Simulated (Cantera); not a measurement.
Thermal oxidation and active oxidation of silicon: Si + O2 + H2

Feed: 1 mol Si, 0.0085 mol O2, 630 mol H2, held at 8.10 Pa.

Method: chemical equilibrium by Gibbs-energy minimisation in Cantera with the NASA 1993 tables (ideal gas, pure condensed phases). Candidate condensed phases: H2O, Si, SiO2; 18 gas species. Rates play no part.

```csv
T (K),log p H2,log p H,log p Si,log p SiH,log p SiO,log p SiH2,log p Si2,n Si(s)
1323,-4.09,-7.85,-10.05,-11.23,-8.66,-11.04,-13.57,0.982
1398,-4.09,-7.37,-9.11,-10.45,-8.66,-10.53,-12.34,0.976
1473,-4.09,-6.94,-8.26,-9.75,-8.66,-10.07,-11.24,0.938
1548,-4.09,-6.56,-7.50,-9.12,-8.66,-9.66,-10.25,0.727
1623,-4.10,-6.21,-6.91,-8.66,-8.66,-9.39,-9.56,0
1698,-4.10,-5.89,-6.91,-8.77,-8.66,-9.68,-10.00,0
1773,-4.11,-5.60,-6.91,-8.87,-8.67,-9.95,-10.41,0
1848,-4.12,-5.33,-6.92,-8.98,-8.67,-10.21,-10.79,0
1923,-4.14,-5.09,-6.92,-9.08,-8.68,-10.46,-11.15,0
1998,-4.17,-4.88,-6.94,-9.19,-8.70,-10.72,-11.49,0
2073,-4.22,-4.69,-6.96,-9.31,-8.72,-10.98,-11.83,0
2148,-4.29,-4.53,-6.99,-9.44,-8.75,-11.26,-12.16,0
```
log p: log10 of the partial pressure in bar; n: condensed amount in mol.

From 1323 K to 1548 K the condensed part is Si(s). From 1623 K to 2148 K nothing is condensed. The main Si-bearing gas is SiO at 1323 K and Si at 2148 K.
